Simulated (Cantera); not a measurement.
Feed: 1 mol Al, 0.28 mol NH3, 4.7 mol H2, at 1502 °C and 0.00133 bar.

Cantera equilibrium calculation (NASA polynomials, part measured and part estimated; ideal gas, pure solids and liquids). Candidate condensed phases: Al, AlN; 13 gas species. Equilibrium is a limit: real reactors are often held back by kinetics, nucleation or transport.

Base state: H2 0.868, Al 0.122, H 0.00738, AlH 0.00203, N2 0.000776, Al2 2.27e-5 (mole fractions); condensed: AlN(s).

Task: What changes in the equilibrium state with this change: H2 from 4.7 to 7.6 mol?

Result: 
```
species        before    after
-----------  --------  -------
H2              0.868    0.906
Al              0.122   0.0836
H             0.00738  0.00754
N2           0.000776  0.00166
Al2           2.27e-5  1.06e-5
AlH           0.00203  0.00142
AlN(s), mol     0.271    0.251
```
